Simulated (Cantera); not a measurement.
A closed system holds: 1 mol TiO₂, 1200 mol H₂, at 33.0 mbar.

Method: chemical equilibrium by Gibbs-energy minimisation in Cantera with the NASA 1993 tables (ideal gas, pure condensed phases). Candidate condensed phases: H₂O, Ti, TiO, TiO₂, Ti₂O₃, Ti₃O₅, Ti₄O₇; 12 gas species. Mutual solubility and eutectic melting of coexisting phases are not modelled. Equilibrium is a limit: real reactors are often held back by kinetics, nucleation or transport.

Q: Which condensed phases are stable at each of these points (T (K)): 1400, 1425, 1450, 1475, 1500, 1525, 1550, 1575, 1600?

A: 
| T (K) | condensed phases | Ti condensed (%) |
|---|---|---|
| 1400 | Ti₃O₅(s) | 100.0 |
| 1425 | Ti₃O₅(s) | 100.0 |
| 1450 | Ti₃O₅(s) | 100.0 |
| 1475 | Ti₂O₃(s) + Ti₃O₅(s) | 100.0 |
| 1500 | Ti₂O₃(s) + Ti₃O₅(s) | 100.0 |
| 1525 | Ti₂O₃(s) + Ti₃O₅(s) | 100.0 |
| 1550 | Ti₂O₃(s) | 100.0 |
| 1575 | Ti₂O₃(s) | 100.0 |
| 1600 | Ti₂O₃(s) | 100.0 |

From 1400 K to 1450 K the condensed part is Ti₃O₅(s). From 1475 K to 1525 K the condensed part is Ti₂O₃(s) + Ti₃O₅(s). From 1550 K to 1600 K the condensed part is Ti₂O₃(s).
